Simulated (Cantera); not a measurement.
Input: 1 mol SF6, 6.7 mol H2O, 0.096 mol H2, equilibrated at 2875 °C and 10000 Pa.

Method: chemical equilibrium by Gibbs-energy minimisation in Cantera with the NASA 1993 tables (ideal gas, pure condensed phases). Candidate condensed phases: H2O, H2SO4, S; 43 gas species. Equilibrium is a limit: real reactors are often held back by kinetics, nucleation or transport.

Base state: HF 0.374, H 0.189, O 0.129, OH 0.0681, H2 0.0599, H2O 0.0584, O2 0.0494, SO 0.0323 (mole fractions); condensed: gas only.

Q: What changes in the equilibrium state with this change: pressure from 10000 Pa to 170 Pa?

A: 
| species | before | after |
|---|---|---|
| H | 0.189 | 0.414 |
| O | 0.129 | 0.271 |
| HF | 0.374 | 0.154 |
| H2O | 0.0584 | 0.000171 |
| SO2 | 0.0205 | 9.88e-5 |
| O2 | 0.0494 | 0.00369 |
| OH | 0.0681 | 0.00533 |
| H2 | 0.0599 | 0.00492 |
| F | 0.00940 | 0.104 |
| SO | 0.0323 | 0.00435 |
| S | 0.0101 | 0.0384 |
| H2S | 1.29e-5 | 6.84e-8 |
| SH | 0.000731 | 0.000104 |
| S2 | 7.03e-5 | 1.71e-5 |
